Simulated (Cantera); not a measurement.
A closed system holds: 1 mol AlN, 1.9 mol H2, at 1525 °C.

Cantera equilibrium calculation (NASA polynomials, part measured and part estimated; ideal gas, pure solids and liquids). Candidate condensed phases: Al, AlN; 13 gas species. Rates play no part.

### Question
At 0.000460 bar, list the 5 most abundant gas species with their mole fractions, and the condensed phases.

### Answer
H2 0.805, Al 0.119, N2 0.0601, H 0.0147, AlH 0.00105. Condensed: AlN(s).
